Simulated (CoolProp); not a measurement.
Model: reference Helmholtz-energy equation of state, Lemmon 2005, in CoolProp. It is a short technical equation, of lower accuracy than the large ones.

### Question
For trans-2-butene, give the phase and the cp (kJ/(kg K)), cv (kJ/(kg K)), speed of sound (m/s), isothermal compressibility (1/MPa) at 489.8 K and 50.2 bar; 489.8 K and 201 bar; 489.8 K and 251 bar.

### Answer
- 489.8 K and 50.2 bar: supercritical; cp 3.00, cv 2.22, speed of sound 206, isothermal compressibility 0.309
- 489.8 K and 201 bar: supercritical; cp 3.02, cv 2.22, speed of sound 477, isothermal compressibility 0.0145
- 489.8 K and 251 bar: supercritical; cp 2.92, cv 2.22, speed of sound 552, isothermal compressibility 0.00991
